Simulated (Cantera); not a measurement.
A closed system holds: 1 mol CH₄, 1.1 mol H₂O, at 1000 K and 1.33 mbar.

Equilibrium computed with Cantera from the NASA thermochemical tables; the gas is ideal and each condensed phase is pure. Candidate condensed phases: C, C₆H₆, C₇H₈, C₈H₁₈, H₂O; 110 gas species. Equilibrium is a limit: real reactors are often held back by kinetics, nucleation or transport.

Base state: H₂ 0.739, CO 0.236, H₂O 0.0167, CO₂ 0.00767 (mole fractions); condensed: gas only.

**Question.** What changes in the equilibrium state with this change: temperature from 1000 K to 2175 K?

**Answer.** 
```csv
species,before,after
H₂,0.739,0.641
CO,0.236,0.229
H,5.34e-8,0.107
H₂O,0.0167,0.0211
OH,<1e-9,0.000473
O,<1e-9,5.54e-5
CO₂,0.00767,0.00145
```

**Question.** What changes in the equilibrium state with this change: pressure from 1.33 mbar to 7.40 bar?

**Answer.** 
| species | before | after |
|---|---|---|
| H₂ | 0.739 | 0.508 |
| CH₄ | 3.83e-7 | 0.177 |
| H₂O | 0.0167 | 0.162 |
| CO₂ | 0.00767 | 0.0481 |
| CO | 0.236 | 0.105 |
| C₂H₆ | <1e-9 | 1.08e-5 |

**Question.** What changes in the equilibrium state with this change: H₂O from 1.1 to 0.26 mol?

**Answer.** 
| species | before | after |
|---|---|---|
| H₂ | 0.739 | 0.897 |
| CO | 0.236 | 0.103 |
| CH₄ | 3.83e-7 | 0.000102 |
| H₂O | 0.0167 | 4.87e-5 |
| CO₂ | 0.00767 | 8.04e-6 |
| C(graphite), mol | 0 | 0.740 |
